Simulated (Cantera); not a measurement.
Input (Python, Cantera):

```python
import numpy as np
import cantera as ct

gas = ct.Solution("gri30.yaml")
gas.TPX = 1225, 500000, {'CH4': 1, 'O2': 1.05, 'N2': 3.96}
reactor = ct.IdealGasReactor(gas, energy="on", clone=False)
net = ct.ReactorNet([reactor])
net.rtol, net.atol = 1e-08, 1e-16
show = ['CH4', 'O2', 'CH2', 'H2', 'NO']
times = np.geomspace(2e-06, 6, 10)

steps = ct.SolutionArray(gas, extra=["t"])
rows = []
print(f"{'t/s':>10s}{'T/K':>9s}{'P/Pa':>11s}" + "".join(f"{s:>11s}" for s in show))
for t in times:
    while net.time < t:
        t_next = net.step()
        steps.append(gas.state, t=t_next)
    rows.append([np.interp(t, steps.t, y) for y in (steps.T, steps.P, *steps(*show).X.T)])
    print(f"{t:10.3e}{rows[-1][0]:9.1f}{rows[-1][1]:11.4g}" + "".join(f"{x:11.3e}" for x in rows[-1][2:]))
rate = np.gradient(steps.T, steps.t)
print("integrator steps:", len(steps.t))
if steps.T.max() > steps.T[0] + 200:
    print(f"time of steepest temperature rise: {steps.t[rate.argmax()]:.4e} s")
gas.TPX = 1225, 500000, {'CH4': 1, 'O2': 1.05, 'N2': 3.96}
gas.equilibrate("UV")
print(f"equilibrium (UV): T = {gas.T:.1f} K  " + "  ".join(f"{s} {gas[s].X[0]:.3e}" for s in show))
```

It prints:

```
       t/s      T/K       P/Pa        CH4         O2        CH2         H2         NO
 2.000e-06   1225.0      5e+05  1.664e-01  1.747e-01  4.219e-18  1.979e-10  1.582e-21
 1.049e-05   1225.0      5e+05  1.664e-01  1.747e-01  1.263e-16  1.522e-09  2.450e-20
 5.500e-05   1225.0      5e+05  1.664e-01  1.747e-01  6.825e-15  2.608e-08  6.775e-19
 2.884e-04   1225.0      5e+05  1.664e-01  1.747e-01  4.776e-13  1.351e-06  3.628e-17
 1.513e-03   1226.0  5.004e+05  1.662e-01  1.746e-01  1.297e-12  2.262e-05  6.360e-16
 7.933e-03   1260.3  5.148e+05  1.604e-01  1.705e-01  6.199e-11  1.252e-03  1.257e-13
 4.160e-02   2672.0  1.267e+06  7.385e-10  1.219e-05  3.159e-11  1.449e-01  1.977e-04
 2.182e-01   2672.0  1.267e+06  7.385e-10  1.219e-05  3.159e-11  1.449e-01  1.977e-04
 1.144e+00   2672.0  1.267e+06  7.385e-10  1.219e-05  3.159e-11  1.449e-01  1.977e-04
 6.000e+00   2672.0  1.267e+06  7.385e-10  1.219e-05  3.159e-11  1.449e-01  1.977e-04
integrator steps: 2272
time of steepest temperature rise: 9.6890e-03 s
equilibrium (UV): T = 2672.0 K  CH4 8.289e-10  O2 1.219e-05  CH2 3.484e-11  H2 1.449e-01  NO 1.977e-04
```

Computed with Cantera and GRI-Mech 3.0 (53 species, 325 reactions).
